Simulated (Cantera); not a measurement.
Feed: 1 mol C, 17 mol H2, 0.033 mol O2, held at 4.30 bar.

Cantera equilibrium calculation (NASA polynomials, part measured and part estimated; ideal gas, pure solids and liquids). Candidate condensed phases: C, C6H6, C7H8, C8H18, H2O; 110 gas species. The numbers say what is thermodynamically allowed, not how fast it happens. All values below are at 1725 °C.

Base state: H2 0.993, CO 0.00387, CH4 0.00181, H 0.000771, C2H2 (acetylene) 0.000753, CH3 2.78e-5, C2H4 2.19e-5 (mole fractions); condensed: C(graphite).

### Question
What changes in the equilibrium state with this change: C replaced by CO?

### Answer
```json
[
 {"species": "H2", "before": "0.993", "after": "0.940"},
 {"species": "CO", "before": "0.00387", "after": "0.0555"},
 {"species": "H2O", "before": "1.95e-6", "after": "0.00363"},
 {"species": "CO2", "before": "1.66e-9", "after": "4.68e-5"},
 {"species": "C2H4", "before": "2.19e-5", "after": "1.05e-9"},
 {"species": "C2H2 (acetylene)", "before": "0.000753", "after": "3.80e-8"},
 {"species": "CH4", "before": "0.00181", "after": "1.18e-5"},
 {"species": "CH3", "before": "2.78e-5", "after": "1.87e-7"},
 {"species": "C(graphite), mol", "before": "0.876", "after": "0"}
]
```
